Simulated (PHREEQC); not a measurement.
1.5 g of hydrous ferric oxide (600 m²/g; 0.2 weak and 0.005 strong sites per Fe, Dzombak-Morel constants, diffuse double layer) in 1 kg of water with 0.1 mol/kgw of an inert sodium salt and 0.032 mmol/kgw ZnSO4, at 25 °C; the pH is set by adding NaOH or the inert anion's acid. Oxygen is held at 0.21 atm. No CO2 enters from the air. No solid was allowed to form.

The series has 17 steps of pH, from 4 to 12.

Model: ion-association model, wateq4f.dat, run in PHREEQC.

Problem. Near which pH is half of the S sorbed, and on which side is more sorbed?

Solution. Near pH 6.7, with more sorbed at lower pH.

Problem. Near which pH is half of the Zn sorbed, and on which side is more sorbed?

Solution. Near pH 5.6, with more sorbed at higher pH.
